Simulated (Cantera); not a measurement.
A freely propagating, adiabatic, planar premixed flame of H2 : O2 : N2 : H2O = 1 : 0.909 : 2.55 : 1.1 (molar parts), equivalence ratio 0.55, unburnt at 650 K and 1.18 atm; unity-Lewis-number transport, grid criteria slope 0.08 and curve 0.16, no radiation.

Model: the H2/O2 subset of GRI-Mech 3.0, which has no nitrogen chemistry, integrated in Cantera. Unity Lewis numbers drop preferential diffusion, which matters most where H2 and H carry the flame. Burning velocities carry a grid error of a few per cent, more on coarse grids. Lean hydrogen flames are cellular in practice and burn faster than this planar one.

Problem. Predict: laminar burning velocity; thermal thickness; peak x(H); peak x(HO2); peak x(OH).

Solution. 
```json
{
  "laminar_burning_velocity": "318 cm/s",
  "thermal_thickness": "0.223 mm",
  "peak x(H)": "0.0141",
  "peak x(HO2)": "0.000431",
  "peak x(OH)": "0.0113"
}
```
